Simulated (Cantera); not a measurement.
Input: 1 mol Si₂H₆, a varied amount of H₂O, held at 1025 K and 0.233 Torr.

Cantera equilibrium calculation (NASA polynomials, part measured and part estimated; ideal gas, pure solids and liquids). Candidate condensed phases: H₂O, Si, SiO₂; 18 gas species. The feed counts by its element totals alone. Mutual solubility and eutectic melting of coexisting phases are not modelled. Equilibrium is a limit: real reactors are often held back by kinetics, nucleation or transport.

Q: Which condensed phases are stable at each of these points (n(H₂O) (mol)): 0.2, 0.33, 0.53, 0.88, 1.4, 2.4, 3.9, 6.4, 10, 17?

A: 
```
n(H₂O) (mol)        condensed phases  Si condensed (%)
------------  ----------------------  ----------------
0.2           Si(s) + SiO₂(β-quartz)             100.0
0.33          Si(s) + SiO₂(β-quartz)             100.0
0.53          Si(s) + SiO₂(β-quartz)             100.0
0.88          Si(s) + SiO₂(β-quartz)             100.0
1.4           Si(s) + SiO₂(β-quartz)             100.0
2.4           Si(s) + SiO₂(β-quartz)             100.0
3.9           Si(s) + SiO₂(β-quartz)             100.0
6.4                   SiO₂(β-quartz)             100.0
10                    SiO₂(β-quartz)             100.0
17                    SiO₂(β-quartz)             100.0
```

From 0.2 mol H₂O to 3.9 mol H₂O the condensed part is Si(s) + SiO₂(β-quartz). From 6.4 mol H₂O to 17 mol H₂O the condensed part is SiO₂(β-quartz).
